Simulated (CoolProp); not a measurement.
R1336mzz(E) along the isotherm 298.8 K: Z from the reference equation and from simpler models built on Tc = 403.5 K, pc = 2779 kPa, ω = 0.413; each cubic takes its own stable root.

The numbers come from the reference Helmholtz-energy equation of state, Akasaka 2023 in CoolProp.

```json
[
 {"p (kPa)": "713", "phase": "liquid", "reference": "0.03551", "van der Waals": "0.8136", "Redlich-Kwong": "[?]", "Soave-Redlich-Kwong": "0.04073", "Peng-Robinson": "0.03598"},
 {"p (kPa)": "1430", "phase": "liquid", "reference": "0.07105", "van der Waals": "0.1246", "Redlich-Kwong": "0.08689", "Soave-Redlich-Kwong": "0.08132", "Peng-Robinson": "0.07187"},
 {"p (kPa)": "2140", "phase": "liquid", "reference": "[?]", "van der Waals": "0.1841", "Redlich-Kwong": "0.1291", "Soave-Redlich-Kwong": "0.1212", "Peng-Robinson": "[?]"},
 {"p (kPa)": "2850", "phase": "liquid", "reference": "0.1410", "van der Waals": "0.2425", "Redlich-Kwong": "0.1707", "Soave-Redlich-Kwong": "0.1607", "Peng-Robinson": "0.1422"},
 {"p (kPa)": "3560", "phase": "liquid", "reference": "0.1757", "van der Waals": "0.2998", "Redlich-Kwong": "0.2118", "Soave-Redlich-Kwong": "0.1999", "Peng-Robinson": "0.1770"},
 {"p (kPa)": "4280", "phase": "liquid", "reference": "0.2108", "van der Waals": "0.3572", "Redlich-Kwong": "0.2530", "Soave-Redlich-Kwong": "0.2394", "Peng-Robinson": "0.2120"},
 {"p (kPa)": "4990", "phase": "liquid", "reference": "0.2453", "van der Waals": "0.4130", "Redlich-Kwong": "0.2933", "Soave-Redlich-Kwong": "0.2780", "Peng-Robinson": "0.2464"},
 {"p (kPa)": "5700", "phase": "liquid", "reference": "0.2797", "van der Waals": "0.4682", "Redlich-Kwong": "0.3332", "Soave-Redlich-Kwong": "0.3164", "Peng-Robinson": "0.2805"}
]
```

**Question.** Fill in the missing entries.

**Answer.** 
- 713, Redlich-Kwong: 0.04368
- 2140, reference: 0.1061
- 2140, Peng-Robinson: 0.1071

At some of these states van der Waals gives the other phase, because its saturation line lies elsewhere.
